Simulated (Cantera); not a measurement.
A closed system holds: 1 mol HMDSO, 0.27 mol O3, 4.7 mol N2, equilibrated at 1752 °C and 0.000520 bar.

Equilibrium computed with Cantera from the NASA thermochemical tables; the gas is ideal and each condensed phase is pure. Candidate condensed phases: C, C6H6, C7H8, C8H18, H2O, Si, SiC, SiO2, Si2N2O, Si3N4; 151 gas species. The feed counts by its element totals alone. The tables' values for SiN are old estimates; treat these amounts as uncertain. Equilibrium is a limit: real reactors are often held back by kinetics, nucleation or transport.

Base state: H2 0.524, N2 0.288, CO 0.111, H 0.0611, Si 0.00673, HCN 0.00631, SiO 0.00110, C2H2 (acetylene) 0.000474 (mole fractions); condensed: C(graphite) + SiC(s).

**Question.** What changes in the equilibrium state with this change: 0.73 mol CO2 added?

**Answer.** 
| species | before | after |
|---|---|---|
| H2 | 0.524 | 0.478 |
| N2 | 0.288 | 0.264 |
| CO | 0.111 | 0.184 |
| H | 0.0611 | 0.0584 |
| Si | 0.00673 | 0.00673 |
| SiO | 0.00110 | 0.00181 |
| C2H2 (acetylene) | 0.000474 | 0.000433 |
| C(graphite), mol | 2.21 | 1.52 |
| SiC(s), mol | 1.86 | 1.84 |
